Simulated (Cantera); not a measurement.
# Adiabatic ignition

An adiabatic, constant-volume homogeneous reactor starts with 12.1 % CH4, 10.1 % O2, 77.8 % N2, at 1698 K and 1.00 bar.

Computed with Cantera and GRI-Mech 3.0 (53 species, 325 reactions).

```json
[
 {"t (s)": "3.00e-6", "T (K)": "1698", "P (bar)": "1.000", "x CH4": "0.121", "x O2": "0.101", "x C2H": "<1e-12", "x C2H4": "2.09e-10", "x NO": "<1e-12", "x O": "5.31e-8"},
 {"t (s)": "8.55e-6", "T (K)": "1698", "P (bar)": "1.000", "x CH4": "0.121", "x O2": "0.101", "x C2H": "<1e-12", "x C2H4": "8.31e-9", "x NO": "<1e-12", "x O": "6.88e-8"},
 {"t (s)": "2.44e-5", "T (K)": "1698", "P (bar)": "1.000", "x CH4": "0.121", "x O2": "0.101", "x C2H": "<1e-12", "x C2H4": "2.73e-7", "x NO": "<1e-12", "x O": "1.22e-7"},
 {"t (s)": "6.95e-5", "T (K)": "1697", "P (bar)": "1.000", "x CH4": "0.121", "x O2": "0.101", "x C2H": "<1e-12", "x C2H4": "9.18e-6", "x NO": "3.07e-12", "x O": "3.25e-7"},
 {"t (s)": "0.000198", "T (K)": "1702", "P (bar)": "1.00", "x CH4": "0.118", "x O2": "0.0994", "x C2H": "3.18e-11", "x C2H4": "0.000309", "x NO": "3.63e-11", "x O": "1.40e-6"},
 {"t (s)": "0.000564", "T (K)": "2451", "P (bar)": "1.63", "x CH4": "0.000903", "x O2": "1.80e-6", "x C2H": "1.18e-5", "x C2H4": "8.27e-6", "x NO": "7.83e-5", "x O": "7.63e-6"},
 {"t (s)": "0.00161", "T (K)": "2436", "P (bar)": "1.64", "x CH4": "1.58e-6", "x O2": "1.64e-6", "x C2H": "8.54e-9", "x C2H4": "9.37e-10", "x NO": "0.000356", "x O": "9.25e-6"},
 {"t (s)": "0.00458", "T (K)": "2433", "P (bar)": "1.64", "x CH4": "7.84e-11", "x O2": "2.07e-6", "x C2H": "<1e-12", "x C2H4": "<1e-12", "x NO": "0.000222", "x O": "1.17e-5"},
 {"t (s)": "0.0131", "T (K)": "2434", "P (bar)": "1.64", "x CH4": "5.79e-11", "x O2": "2.10e-6", "x C2H": "<1e-12", "x C2H4": "<1e-12", "x NO": "9.53e-5", "x O": "1.18e-5"},
 {"t (s)": "0.0372", "T (K)": "2434", "P (bar)": "1.64", "x CH4": "5.56e-11", "x O2": "2.11e-6", "x C2H": "<1e-12", "x C2H4": "<1e-12", "x NO": "6.21e-5", "x O": "1.19e-5"},
 {"t (s)": "0.106", "T (K)": "2434", "P (bar)": "1.64", "x CH4": "5.55e-11", "x O2": "2.11e-6", "x C2H": "<1e-12", "x C2H4": "<1e-12", "x NO": "6.04e-5", "x O": "1.19e-5"},
 {"t (s)": "0.302", "T (K)": "2434", "P (bar)": "1.64", "x CH4": "5.55e-11", "x O2": "2.11e-6", "x C2H": "<1e-12", "x C2H4": "<1e-12", "x NO": "6.04e-5", "x O": "1.19e-5"},
 {"t (s)": "0.862", "T (K)": "2434", "P (bar)": "1.64", "x CH4": "5.55e-11", "x O2": "2.11e-6", "x C2H": "<1e-12", "x C2H4": "<1e-12", "x NO": "6.04e-5", "x O": "1.19e-5"},
 {"t (s)": "2.46", "T (K)": "2434", "P (bar)": "1.64", "x CH4": "5.55e-11", "x O2": "2.11e-6", "x C2H": "<1e-12", "x C2H4": "<1e-12", "x NO": "6.04e-5", "x O": "1.19e-5"},
 {"t (s)": "7.00", "T (K)": "2434", "P (bar)": "1.64", "x CH4": "5.55e-11", "x O2": "2.11e-6", "x C2H": "<1e-12", "x C2H4": "<1e-12", "x NO": "6.04e-5", "x O": "1.19e-5"}
]
```
x: mole fraction; the columns are a selection and need not sum to one.

```json
{
  "time_of_steepest_temperature_rise": "0.437 ms",
  "temperature at 7.00 s": "2434 K",
  "equilibrium_temperature": "2434 K",
  "x(CH4) at 7.00 s": "5.55e-11 (gas-phase equilibrium 6.21e-11)",
  "x(O2) at 7.00 s": "2.11e-6 (gas-phase equilibrium 2.11e-6)",
  "x(C2H) at 7.00 s": "<1e-12 (gas-phase equilibrium <1e-12)"
}
```
